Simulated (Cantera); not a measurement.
Cantera run, input and output.

```python
import numpy as np
import cantera as ct

surf = ct.Interface("diamond.yaml", "diamond_100")
gas, bulk = surf.adjacent["gas"], surf.adjacent["diamond"]
k = surf.kinetics_species_index(bulk.species_names[0])
cover = ["c6HH", "c6H*", "c6*H", "c6**", "c6HM", "c6B"]

rows, drift = [], 0.0
print(f"{'P':>10s}{'um/h':>11s}" + "".join(f"{s:>11s}" for s in cover))
for v in [560, 1000, 1800, 3300, 5800, 10000, 19000, 34000]:
    T, P, xH, xCH3 = 1348, v, 0.015, 0.00085
    gas.TPX = T, P, {"H": xH, "CH3": xCH3, "CH4": 0.02, "H2": 1 - xH - xCH3 - 0.02}
    surf.TP = bulk.TP = T, P
    surf.coverages = "c6H*:0.1, c6HH:0.9"
    surf.advance_coverages(100.0)
    before = surf.coverages
    surf.advance_coverages(100.0)
    drift = max(drift, np.max(np.abs(surf.coverages - before) / (surf.coverages + 1e-9)))
    rate = surf.net_production_rates[k] * bulk.mean_molecular_weight / bulk.density * 3.6e9
    rows.append([rate, *surf[cover].coverages])
    print(f"{v:10.4g}{rate:11.4e}" + "".join(f"{x:11.3e}" for x in rows[-1][1:]))
```

It prints:

```
         P       um/h       c6HH       c6H*       c6*H       c6**       c6HM        c6B
       560 7.8245e-01  3.535e-01  5.432e-02  5.372e-01  5.399e-02  8.913e-05  2.123e-09
      1000 1.6187e+00  3.534e-01  5.432e-02  5.370e-01  5.392e-02  1.636e-04  4.392e-09
      1800 3.3643e+00  3.534e-01  5.433e-02  5.368e-01  5.387e-02  2.968e-04  9.129e-09
      3300 7.3246e+00  3.533e-01  5.434e-02  5.365e-01  5.384e-02  5.368e-04  1.988e-08
      5800 1.5719e+01  3.530e-01  5.438e-02  5.360e-01  5.381e-02  9.095e-04  4.265e-08
     1e+04 3.4185e+01  3.527e-01  5.444e-02  5.353e-01  5.378e-02  1.468e-03  9.276e-08
   1.9e+04 8.8099e+01  3.522e-01  5.460e-02  5.339e-01  5.375e-02  2.443e-03  2.391e-07
   3.4e+04 2.0725e+02  3.515e-01  5.491e-02  5.321e-01  5.377e-02  3.616e-03  5.624e-07
```

Detailed kinetics in Cantera: the Harris–Goodwin 1993 mechanism for the reconstructed diamond (100) surface.
